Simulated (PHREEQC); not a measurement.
Solution (20 °C): 0.0061 mol H3PO4, 0.023 mol K2HPO4 and 1e-06 mol H4SiO4 per kg of water. Closed to the air; pH follows from the charge balance.

Model: ion-association model, phreeqc.dat, run in PHREEQC.

Each row changes one thing in this solution. This is a speciation only: nothing precipitates in the calculation.

| case | pH | ionic strength (mol/kgw) | HPO4-2 (mol/kgw) | H2PO4- (mol/kgw) | KHPO4- (mol/kgw) | PO4-3 (mol/kgw) | SI of Quartz (SiO2) |
|---|---|---|---|---|---|---|---|
| as made | 7.08 | 0.0617 | 0.0163 | 0.0122 | 0.000619 | 2.47e-7 | -1.94 |
| H3PO4 left out | 9.35 | 0.0674 | 0.0220 | 8.55e-5 | 0.000812 | 6.58e-5 | -2.07 |
| temperature from 20 to 40 °C | 7.02 | 0.0617 | 0.0163 | 0.0122 | 0.000603 | 3.32e-7 | -2.22 |
| diluted 10-fold with water | 7.25 | 0.00627 | 0.00168 | 0.00122 | 1.08e-5 | 1.87e-8 | -2.95 |
| temperature from 20 to 10 °C | 7.11 | 0.0617 | 0.0163 | 0.0122 | 0.000626 | 2.10e-7 | -1.78 |

Constants without temperature data keep their 25 °C values here.
